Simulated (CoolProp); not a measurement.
R123 at 298.15 K and 0.0514 MPa is throttled through a valve to 0.00897 MPa with no heat exchange. Each further row changes one setting.

The numbers come from the reference Helmholtz-energy equation of state, Younglove 1994 in CoolProp. It is a modified Benedict-Webb-Rubin equation, recast in Helmholtz form.

```csv
case,temperature change (K),final density (kg/m³)
as stated,-1.6,0.559
outlet pressure 0.00269 MPa,-1.8,0.167
outlet pressure 0.0117 MPa,-1.5,0.729
```
